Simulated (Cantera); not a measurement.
Transport properties of process gases

Gas mixture: 34.6 % N2O, 35.8 % CO2, 29.6 % O2, at 34000 Pa, frozen composition.

Cantera's kinetic-theory transport with the Lennard-Jones parameters of GRI-Mech 3.0, ideal gas; thermal conductivity in the mixture-averaged form. The composition is frozen, though it would react at the higher temperatures.

```tsv
T (K)	ρ (kg/m³)	cp (J/kg/K)	μ (µPa s)	λ (mW/m/K)	Pr	D (cm²/s) CH4	D (cm²/s) H2O	D (cm²/s) C2H2
400	0.414	950.9	21.0	27.7	0.722	0.932	0.938	0.678
650	0.255	1092	31.0	46.6	0.727	2.20	2.38	1.63
900	0.184	1182	39.3	63.7	0.730	3.85	4.32	2.87
1150	0.144	1238	46.6	79.1	0.729	5.82	6.69	4.36
1400	0.118	1277	53.3	93.3	0.729	8.10	9.43	6.07
1650	0.100	1306	59.5	107	0.729	10.7	12.5	8.00
1900	0.0871	1327	65.2	119	0.728	13.5	15.9	10.1
2150	0.0770	1344	70.7	131	0.727	16.6	19.6	12.5
```
D: mixture-averaged diffusion coefficient of that species in the mixture.
